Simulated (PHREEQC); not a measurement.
A solution holds 0.24 mol/kgw HF, 5.7e-05 mol/kgw NH4HF2 and 0.00081 mol/kgw (NH4)2SiF6, at 60 °C. Closed to the air; pH follows from the charge balance.

The numbers come from PHREEQC with the ion-association model, phreeqc.dat.

Problem. The ionic strength comes out as 0.0163 mol/kgw. What activity coefficients do F-, NH4+, SiF6-2, H+, HF2- get?

Solution. F- 0.87, NH4+ 0.86, SiF6-2 0.59, H+ 0.89, HF2- 0.87.

This is a speciation only: nothing precipitates in the calculation. At this temperature some constants are extrapolated from 25 °C, and those without enthalpy data are left unchanged. SiF6-2 is the database's only silicon fluoride.
